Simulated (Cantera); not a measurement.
Input (Python, Cantera) and output of one run.

```python
import numpy as np
import cantera as ct

gas_names = [...]  # 95 gases of nasa_gas.yaml made of C, F, H
cond_names = """
    C(gr) C6H6(L) C7H8(L) C8H18(L),n-octa
""".split()


# ... load() reads the species with a 1 bar reference pressure and builds the phases ...
atoms = {
    'CH3F': {'C': 1, 'H': 3, 'F': 1},
    'CH4': {'C': 1, 'H': 4},
    'H2': {'H': 2},
}
top_T = {'C(gr)': 4500}  # K; cautious upper limits of use, not melting points


# ... equilibrate(T, P, feed) seeds the gas with the atoms and calls Mixture.equilibrate('TP', solver="vcs", rtol=1e-11, max_steps=5000) ...
results = []
feed = {'CH3F': 1, 'CH4': 0.36, 'H2': 11}  # mol
P = 45000  # Pa
for T in [723, 923, 1123, 1323, 1523, 1723, 1923]:
    mix = equilibrate(T, P, feed)
    results.append((T, P, feed, dict(zip(mix.species_names, mix.species_moles))))
    x = sorted(zip(gas.X, gas.species_names), reverse=True)
    print(f"T = {T:g} K  P = {P:g} Pa  gas = {mix.phase_moles(0):.4g} mol")
    print("   x: " + "  ".join(f"{s} {v:.3e}" for v, s in x if v > 0.0001))
    print("   condensed (mol): " + ("  ".join(f"{mix.phase(i).name} {mix.phase_moles(i):.4g}"
          for i in range(1, mix.n_phases) if mix.phase_moles(i) > 1e-12) or "none"))
```

Result:

```
T = 723 K  P = 45000 Pa  gas = 12.36 mol
   x: H2 8.091e-01  CH4 1.100e-01  HF 8.091e-02
   condensed (mol): none
T = 923 K  P = 45000 Pa  gas = 12.76 mol
   x: H2 8.466e-01  HF 7.835e-02  CH4 7.503e-02
   condensed (mol): C(gr) 0.4024
T = 1123 K  P = 45000 Pa  gas = 13.57 mol
   x: H2 9.152e-01  HF 7.369e-02  CH4 1.106e-02
   condensed (mol): C(gr) 1.21
T = 1323 K  P = 45000 Pa  gas = 13.68 mol
   x: H2 9.243e-01  HF 7.308e-02  CH4 2.613e-03
   condensed (mol): C(gr) 1.324
T = 1523 K  P = 45000 Pa  gas = 13.71 mol
   x: H2 9.261e-01  HF 7.295e-02  CH4 8.888e-04
   condensed (mol): C(gr) 1.347
T = 1723 K  P = 45000 Pa  gas = 13.72 mol
   x: H2 9.264e-01  HF 7.291e-02  CH4 3.885e-04  H 2.616e-04
   condensed (mol): C(gr) 1.352
T = 1923 K  P = 45000 Pa  gas = 13.73 mol
   x: H2 9.252e-01  HF 7.285e-02  H 1.351e-03  C2H2,acetylene 4.176e-04  CH4 2.024e-04
   condensed (mol): C(gr) 1.346
```

Equilibrium computed with Cantera from the NASA thermochemical tables; the gas is ideal and each condensed phase is pure.
